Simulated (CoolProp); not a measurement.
Values from CoolProp's reference Helmholtz-energy equation of state, Gao 2020.

### Question
For ammonia, give the phase and the Z, Joule-Thomson coefficient (K/MPa), expansivity (1/kK), viscosity (µPa s) at 489.5 K and 8330 kPa.

### Answer
- 489.5 K and 8330 kPa: gas; Z 0.856, Joule-Thomson coefficient 5.41, expansivity 3.50, viscosity 18.0

Viscosity comes from a separate model (Fenghour 1995).
